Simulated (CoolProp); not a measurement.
Octamethylcyclotetrasiloxane (D4) along the isotherm 346.85 °C: Z from the reference equation and from simpler models built on Tc = 313.4 °C, pc = 13.47 bar, ω = 0.598; each cubic takes its own stable root.

The numbers come from the reference Helmholtz-energy equation of state, Thol 2015 in CoolProp.

| p (bar) | phase | reference | van der Waals | Redlich-Kwong | Soave-Redlich-Kwong |
|---|---|---|---|---|---|
| 0.107 | gas | 0.9977 | 0.9979 | 0.9977 | 0.9978 |
| 0.242 | gas | 0.9949 | 0.9953 | 0.9948 | 0.9951 |
| 0.552 | gas | 0.9883 | 0.9893 | 0.9880 | 0.9888 |
| 1.26 | gas | 0.9730 | 0.9753 | 0.9724 | 0.9742 |
| 2.86 | gas | 0.9374 | 0.9423 | 0.9361 | 0.9404 |
| 6.5 | gas | 0.8499 | 0.8591 | 0.8464 | 0.8581 |
| 14.8 | supercritical | 0.5997 | 0.5638 | 0.5663 | 0.6245 |
| 33.7 | supercritical | 0.4011 | 0.5152 | 0.4359 | 0.4663 |
